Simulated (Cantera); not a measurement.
## Carbon deposition, reforming and gasification: CO + H2 + N2

Charge: 1 mol CO, 1.3 mol H2, 13 mol N2, held at 0.0100 bar.

Cantera equilibrium calculation (NASA polynomials, part measured and part estimated; ideal gas, pure solids and liquids). Candidate condensed phases: C, C6H6, C7H8, C8H18, H2O; 136 gas species. Rates play no part.

```csv
T (°C),x N2,x H2,x CO,x CO2,n C(graphite)
452,0.867,0.0810,0.0320,0.0148,0.292
502,0.857,0.0834,0.0517,0.00610,0.120
552,0.852,0.0844,0.0615,0.00170,0.0350
602,0.850,0.0847,0.0643,0.000445,0.00971
652,0.850,0.0849,0.0650,0.000127,0.00294
702,0.850,0.0849,0.0652,4.09e-5,0.000982
752,0.850,0.0849,0.0653,1.47e-5,0.000337
802,0.850,0.0850,0.0653,5.80e-6,0
852,0.850,0.0850,0.0653,3.26e-6,0
902,0.850,0.0850,0.0654,2.68e-6,0
952,0.850,0.0850,0.0654,2.32e-6,0
```
x: gas mole fraction; n: condensed amount in mol.

From 452 °C to 752 °C the condensed part is C(graphite). From 802 °C to 952 °C nothing is condensed. The main C-bearing gas is CO throughout.
